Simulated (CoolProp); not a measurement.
Computed with CoolProp (reference Helmholtz-energy equation of state, Thol 2019).

Question: For n-hexane, give the phase and the expansivity (1/kK), fugacity coefficient at 67.55 °C and 0.222 MPa.

Answer: 
- 67.55 °C and 0.222 MPa: liquid; expansivity 1.61, fugacity coefficient 0.423
